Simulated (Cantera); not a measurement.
Gas mixture: 100 % O2, at 750 Torr, frozen composition.

Cantera's kinetic-theory transport with the Lennard-Jones parameters of GRI-Mech 3.0, ideal gas; thermal conductivity in the mixture-averaged form.

D: mixture-averaged diffusion coefficient of that species in the mixture.

```
T (K)  ρ (kg/m³)  cp (J/kg/K)  μ (µPa s)  λ (mW/m/K)     Pr  D (cm²/s) NH3  D (cm²/s) CH4  D (cm²/s) CO2
-----  ---------  -----------  ---------  ----------  -----  -------------  -------------  -------------
400        0.962        941.4       25.6        33.9  0.713          0.390          0.382          0.267
500        0.770        971.4        ___         ___  0.709            ___            ___            ___
600        0.641         1003       34.1        48.2  0.709          0.823          0.770          0.548
700        0.550         1031       37.8        55.0  0.709           1.08           1.00          0.715
800        0.481         1055       41.4         ___  0.710            ___            ___            ___
900        0.428         1074       44.7        67.6  0.710           1.69           1.53           1.10
1000       0.385         1090       47.9        73.6  0.710           2.02           1.83           1.31
```

Task: Some entries are withheld; supply them.

Result: 
- 500, μ (µPa s): 30.0
- 500, λ (mW/m/K): 41.1
- 500, D (cm²/s) NH3: 0.591
- 500, D (cm²/s) CH4: 0.563
- 500, D (cm²/s) CO2: 0.398
- 800, λ (mW/m/K): 61.4
- 800, D (cm²/s) NH3: 1.37
- 800, D (cm²/s) CH4: 1.25
- 800, D (cm²/s) CO2: 0.899
